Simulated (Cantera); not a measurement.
# Thermodynamics of sublimation and decomposition of ceramics, feed SiC + C + N₂ + Si

Charge: 1 mol SiC, 0.06 mol C, 0.22 mol N₂, 0.0021 mol Si, equilibrated at 0.000390 bar.

These are equilibrium values from Cantera (NASA tables, ideal gas, pure condensed phases), not measurements of a reactor. Candidate condensed phases: C, Si, SiC, Si₃N₄; 20 gas species. The tables' values for SiN are old estimates; treat these amounts as uncertain. Rates play no part.

From 1625 K to 2075 K the condensed part is C(graphite) + SiC(s). The main Si-bearing gas is Si throughout.

| T (K) | log p N₂ | log p Si | log p SiC₂ | log p Si₂C | log p SiN | log p CN | n C(graphite) | n SiC(s) |
|---|---|---|---|---|---|---|---|---|
| 1625 | -3.41 | -8.73 | -11.06 | -11.15 | -10.54 | -10.58 | 0.0579 | 1.00 |
| 1675 | -3.41 | -8.23 | -10.41 | -10.52 | -10.12 | -10.16 | 0.0579 | 1.00 |
| 1725 | -3.41 | -7.77 | -9.80 | -9.92 | -9.73 | -9.76 | 0.0579 | 1.00 |
| 1775 | -3.41 | -7.33 | -9.23 | -9.36 | -9.35 | -9.39 | 0.0579 | 1.00 |
| 1825 | -3.41 | -6.91 | -8.69 | -8.83 | -9.00 | -9.04 | 0.0580 | 1.00 |
| 1875 | -3.41 | -6.52 | -8.17 | -8.33 | -8.67 | -8.71 | 0.0581 | 1.00 |
| 1925 | -3.41 | -6.15 | -7.69 | -7.85 | -8.35 | -8.40 | 0.0583 | 1.00 |
| 1975 | -3.41 | -5.79 | -7.23 | -7.40 | -8.06 | -8.10 | 0.0588 | 1.00 |
| 2025 | -3.41 | -5.46 | -6.79 | -6.97 | -7.77 | -7.81 | 0.0599 | 1.000 |
| 2075 | -3.42 | -5.14 | -6.37 | -6.57 | -7.51 | -7.55 | 0.0620 | 0.997 |
log p: log10 of the partial pressure in bar; n: condensed amount in mol.
